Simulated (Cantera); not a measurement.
An isothermal, constant-pressure homogeneous reactor starts with 72.5 % NO, 27.5 % N2, at 2000 K and 1.01 bar.

Detailed kinetics in Cantera: GRI-Mech 3.0 (53 species, 325 reactions).

### Question
Predict: x(NO) at 10.0 s; x(NO2) at 10.0 s; x(N2O) at 10.0 s; x(O) at 10.0 s; x(N2) at 10.0 s.

### Answer
| Item | Result |
|---|---|
| x(NO) at 10.0 s | 0.00971 (gas-phase equilibrium 0.00899) |
| x(NO2) at 10.0 s | 2.19e-5 (gas-phase equilibrium 2.03e-5) |
| x(N2O) at 10.0 s | 4.61e-7 (gas-phase equilibrium 4.56e-7) |
| x(O) at 10.0 s | 0.000400 (gas-phase equilibrium 0.000400) |
| x(N2) at 10.0 s | 0.633 (gas-phase equilibrium 0.633) |
